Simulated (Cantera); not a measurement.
## Ignition delay

Mixture: 1.49 % C3H8, 20.7 % O2, 77.8 % N2, at 290000 Pa, adiabatic and at constant volume. Ignition delay is the time to a rise of 400 K.

Detailed kinetics in Cantera: GRI-Mech 3.0 (53 species, 325 reactions). GRI-Mech 3.0 was tuned for natural gas; its chemistry of propane as a main component is partial and can be far from experiment.

```tsv
T0 (K)	delay (ms)
1250	1.16
1325	0.325
1400	0.111
1475	0.0461
1550	0.0228
1625	0.0130
1700	0.00835
1775	0.00587
1850	0.00442
```

The apparent activation energy between 1700 and 1850 K is 110 kJ/mol.
